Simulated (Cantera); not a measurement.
Cantera run:

```python
import numpy as np
import cantera as ct

gas_names = """
    CL CL2 H HCL H2 Si SiCL SiCL2 SiCL3 SiCL4 SiH SiHCL3 SiH2 SiH2CL2 SiH3 SiH3CL SiH4 Si2 Si3
""".split()
cond_names = """
    Si(cr) Si(L)
""".split()


def load(file, names, dense=False):
    # The tables refer to 1 bar. Condensed volumes are neglected.
    table = {s.name: s for s in ct.Species.list_from_file(file)}
    out = []
    for n in names:
        d = dict(table[n].input_data)
        d["thermo"] = dict(d["thermo"], **{"reference-pressure": 1e5})
        if dense:
            d["equation-of-state"] = {"model": "constant-volume", "density": "1e6 g/cm^3"}
        out.append(ct.Species.from_dict(d))
    return out


gas = ct.Solution(thermo="ideal-gas", species=load("nasa_gas.yaml", gas_names))
cond = {s.name: ct.Solution(thermo="fixed-stoichiometry", species=[s], name=s.name)
        for s in load("nasa_condensed.yaml", cond_names, dense=True)}
atoms = {
    'Si': {'Si': 1},
    'HCl': {'H': 1, 'CL': 1},
    'H2': {'H': 2},
}
top_T = {}  # K; cautious upper limits of use, not melting points


def equilibrate(T, P, feed):
    n = {}
    for name, mol in feed.items():
        for a, k in atoms[name].items():
            n[a] = n.get(a, 0.0) + k * mol
    gas.TPX = T, P, n
    mass = sum(n.values()) * gas.mean_molecular_weight
    gas.equilibrate("TP")
    valid = [c for c in cond.values() if c.min_temp <= T <= top_T.get(c.name, c.max_temp)]
    mix = ct.Mixture([(gas, mass / gas.mean_molecular_weight)] + [(c, 0.0) for c in valid])
    mix.T, mix.P = T, P
    mix.equilibrate("TP", solver="vcs", rtol=1e-11, max_steps=5000)
    return mix


results = []
T = 1673.15  # K
P = 10000  # Pa
for m in [0.52, 0.63, 0.75, 0.9, 1.1, 1.3, 1.6, 1.9, 2.3, 2.7, 3.3]:
    feed = {'Si': 1, 'HCl': m, 'H2': 7.3}  # mol
    mix = equilibrate(T, P, feed)
    results.append((T, P, feed, dict(zip(mix.species_names, mix.species_moles))))

top = {s: max(r[3][s] / sum(r[3][g] for g in gas_names) for r in results) for s in gas_names}
cols = sorted((s for s in top if top[s] > 0.0001), key=lambda s: -top[s])[:9]
seen = [c for c in cond_names if any(r[3].get(c, 0) > 1e-12 for r in results)]
print("log10 of partial pressures in bar; condensed amounts in mol")
print(f"{'n(HCl)':>10s}" + "".join(f"{s[:9]:>10s}" for s in cols + seen))
for T, P, feed, n in results:
    ng = sum(n[g] for g in gas_names)
    print(f"{feed['HCl']:10.4g}" + "".join(f"{np.log10(max(n[s] / ng * P / 1e5, 1e-99)):10.3f}" for s in cols)
          + "".join(f"{n.get(c, 0):10.4g}" for c in seen))
```

Output:

```
log10 of partial pressures in bar; condensed amounts in mol
    n(HCl)        H2       HCL     SiCL2     SiCL3    SiHCL3         H     SiCL4    Si(cr)
      0.52    -1.026    -2.317    -3.051    -4.890    -5.866    -4.456    -6.411     0.929
      0.63    -1.030    -2.258    -2.929    -4.708    -5.685    -4.458    -6.167    0.9046
      0.75    -1.035    -2.207    -2.823    -4.548    -5.528    -4.461    -5.954    0.8759
       0.9    -1.041    -2.157    -2.715    -4.387    -5.370    -4.463    -5.739    0.8378
       1.1    -1.048    -2.104    -2.602    -4.217    -5.204    -4.467    -5.513    0.7837
       1.3    -1.055    -2.062    -2.512    -4.082    -5.072    -4.470    -5.333    0.7269
       1.6    -1.065    -2.014    -2.406    -3.922    -4.917    -4.475    -5.120    0.6375
       1.9    -1.073    -1.976    -2.322    -3.797    -4.796    -4.480    -4.953    0.5444
       2.3    -1.084    -1.938    -2.234    -3.666    -4.670    -4.485    -4.778     0.416
       2.7    -1.095    -1.908    -2.165    -3.561    -4.571    -4.490    -4.639    0.2838
       3.3    -1.108    -1.874    -2.084    -3.439    -4.456    -4.497    -4.476    0.0806
```

These are equilibrium values from Cantera (NASA tables, ideal gas, pure condensed phases), not measurements of a reactor. The tables' values for SiCl3, SiCl are old estimates; treat these amounts as uncertain. Gases not in the tables: Si2H6 and higher silanes.
